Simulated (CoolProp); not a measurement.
Ethanol at several states: fugacity coefficient from the reference equation and from simpler models built on Tc = 514.7 K, pc = 6268 kPa, ω = 0.644; each cubic takes its own stable root.

Model: reference Helmholtz-energy equation of state, Schroeder 2014, in CoolProp.

```json
[
 {"T (K)": "434.1", "p (kPa)": "774", "phase": "gas", "reference": "0.9155", "van der Waals": "0.9452", "Redlich-Kwong": "0.9324", "Soave-Redlich-Kwong": "0.9208", "Peng-Robinson": "0.9159"},
 {"T (K)": "203.9", "p (kPa)": "65.1", "phase": "liquid", "reference": "2.891e-5", "van der Waals": "0.4550", "Redlich-Kwong": "0.004442", "Soave-Redlich-Kwong": "1.112e-5", "Peng-Robinson": "1.744e-5"},
 {"T (K)": "494", "p (kPa)": "351", "phase": "gas", "reference": "0.9797", "van der Waals": "0.9817", "Redlich-Kwong": "0.9786", "Soave-Redlich-Kwong": "0.9776", "Peng-Robinson": "0.9754"},
 {"T (K)": "235", "p (kPa)": "10600", "phase": "liquid", "reference": "8.482e-6", "van der Waals": "0.01449", "Redlich-Kwong": "0.0004982", "Soave-Redlich-Kwong": "5.458e-6", "Peng-Robinson": "7.010e-6"},
 {"T (K)": "280.3", "p (kPa)": "1190", "phase": "liquid", "reference": "0.002254", "van der Waals": "0.2506", "Redlich-Kwong": "0.03691", "Soave-Redlich-Kwong": "0.001940", "Peng-Robinson": "0.002233"},
 {"T (K)": "576.3", "p (kPa)": "3890", "phase": "gas", "reference": "0.8945", "van der Waals": "0.8623", "Redlich-Kwong": "0.8536", "Soave-Redlich-Kwong": "0.8752", "Peng-Robinson": "0.8577"}
]
```
